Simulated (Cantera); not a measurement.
Feed: 1 mol AlCl3, 9.3 mol H2O, 60 mol N2, equilibrated at 1900 K and 59.0 Pa.

Cantera equilibrium calculation (NASA polynomials, part measured and part estimated; ideal gas, pure solids and liquids). Candidate condensed phases: Al, AlCl3, AlN, Al2O3, H2O, NH4Cl; 45 gas species. Rates play no part.

Base state: N2 0.838, H2O 0.0997, HCl 0.0337, H2 0.0104, Cl 0.00817, H 0.00333, O2 0.00266, OH 0.00263 (mole fractions); condensed: Al2O3(s).

**Question.** What changes in the equilibrium state with this change: pressure from 59.0 Pa to 13.3 mbar?

**Answer.** 
```tsv
species	before	after
N2	0.838	0.844
H2O	0.0997	0.107
HCl	0.0337	0.0390
H2	0.0104	0.00406
O	0.000634	7.66e-5
H	0.00333	0.000438
O2	0.00266	0.000878
Al2O3(s), mol	0.500	0.500
```

**Question.** What changes in the equilibrium state with this change: H2O from 9.3 to 1.1 mol?

**Answer.** 
| species | before | after |
|---|---|---|
| N2 | 0.838 | 0.949 |
| HCl | 0.0337 | 0.0284 |
| Cl | 0.00817 | 0.0143 |
| H2O | 0.0997 | 3.54e-5 |
| H2 | 0.0104 | 0.00239 |
| AlCl | 1.31e-7 | 0.00379 |
| O2 | 0.00266 | 6.30e-9 |
| AlCl3 | <1e-9 | 7.47e-5 |
| AlCl2 | 6.75e-9 | 0.000343 |
| OH | 0.00263 | 1.94e-6 |
| O | 0.000634 | 9.75e-7 |
| Al2O3(s), mol | 0.500 | 0.364 |
The tables' values for AlCl2 are old estimates; treat these amounts as uncertain.

**Question.** What changes in the equilibrium state with this change: H2O from 9.3 to 2.6 mol?

**Answer.** 
| species | before | after |
|---|---|---|
| N2 | 0.838 | 0.929 |
| HCl | 0.0337 | 0.0349 |
| H2O | 0.0997 | 0.0156 |
| H2 | 0.0104 | 0.00563 |
| Cl | 0.00817 | 0.0115 |
| O2 | 0.00266 | 0.000222 |
| OH | 0.00263 | 0.000560 |
| O | 0.000634 | 0.000183 |
| NO | 0.000666 | 0.000202 |
| Al2O3(s), mol | 0.500 | 0.500 |
